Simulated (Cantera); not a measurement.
## Hydrogen reduction and annealing atmospheres: FeS2 + H2 + H2O

Charge: 1 mol FeS2, 320 mol H2, 0.93 mol H2O, at 6.70 bar.

These are equilibrium values from Cantera (NASA tables, ideal gas, pure condensed phases), not measurements of a reactor. Candidate condensed phases: Fe, FeO, Fe(OH)2, Fe(OH)3, FeS, FeSO4, FeS2, Fe2O3, Fe2(SO4)3, Fe3O4, H2O, H2SO4, S; 22 gas species. Metal and sulfide melt together well below either melting point, which pure phases cannot show. Mutual solubility and eutectic melting of coexisting phases are not modelled. FeS: taken at fixed stoichiometry. The numbers say what is thermodynamically allowed, not how fast it happens.

```tsv
T (K)	log p H2	log p H2S	log p H2O	log p SH	log p H	log p S2	log p Fe	log p S	n FeS(s)	n Fe(γ)
748	0.82	-1.68	-1.71	-10.20	<-11	<-11	<-11	<-11	1.00	0
823	0.82	-1.68	-1.71	-9.16	-10.72	<-11	<-11	<-11	1.00	0
898	0.82	-1.68	-1.71	-8.29	-9.55	-10.34	<-11	<-11	1.00	0
973	0.82	-1.68	-1.71	-7.55	-8.55	-9.53	<-11	<-11	1.00	0
1048	0.82	-1.68	-1.71	-6.92	-7.70	-8.84	<-11	<-11	1.00	0
1123	0.82	-1.68	-1.71	-6.37	-6.96	-8.24	<-11	-11.05	1.00	0
1198	0.82	-1.56	-1.71	-5.77	-6.31	-7.47	-10.33	-10.03	0.668	0.332
1273	0.82	-1.38	-1.71	-5.17	-5.74	-6.66	-9.30	-9.07	0.0187	0.981
1348	0.82	-1.38	-1.71	-4.79	-5.22	-6.24	-8.39	-8.36	0	1.00
1423	0.82	-1.38	-1.71	-4.45	-4.77	-5.87	-7.57	-7.73	0	1.000
```
log p: log10 of the partial pressure in bar; n: condensed amount in mol.

From 748 K to 1123 K the condensed part is FeS(s). From 1198 K to 1273 K the condensed part is Fe(γ) + FeS(s). From 1348 K to 1423 K the condensed part is Fe(γ).
